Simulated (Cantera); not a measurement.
A closed system holds: 1 mol CF₄, 0.024 mol F₂, 3.1 mol H₂, equilibrated at 3.50e-5 bar.

Cantera equilibrium calculation (NASA polynomials, part measured and part estimated; ideal gas, pure solids and liquids). Candidate condensed phases: C, C₆H₆, C₇H₈, C₈H₁₈; 95 gas species. Rates play no part. All values below are at 1575 K.

Base state: HF 0.789, H₂ 0.208, H 0.00320 (mole fractions); condensed: C(graphite).

Question: What changes in the equilibrium state with this change: pressure from 3.50e-5 bar to 0.0700 bar?

Answer: 
```json
[
 {"species": "HF", "before": "0.789", "after": "0.790"},
 {"species": "H₂", "before": "0.208", "after": "0.210"},
 {"species": "H", "before": "0.00320", "after": "7.20e-5"},
 {"species": "C(graphite), mol", "before": "1.000", "after": "1.000"}
]
```

Question: What changes in the equilibrium state with this change: H₂ from 3.1 to 1.3 mol?

Answer: 
```json
[
 {"species": "HF", "before": "0.789", "after": "0.869"},
 {"species": "CF₄", "before": "<1e-9", "after": "0.115"},
 {"species": "F", "before": "5.59e-7", "after": "0.00846"},
 {"species": "H₂", "before": "0.208", "after": "1.10e-9"},
 {"species": "CF₂", "before": "<1e-9", "after": "0.00711"},
 {"species": "CF₃", "before": "<1e-9", "after": "0.000192"},
 {"species": "H", "before": "0.00320", "after": "2.33e-7"},
 {"species": "C(graphite), mol", "before": "1.000", "after": "0.634"}
]
```
Gases not in the tables: C₂F₆ and larger saturated fluorocarbons.
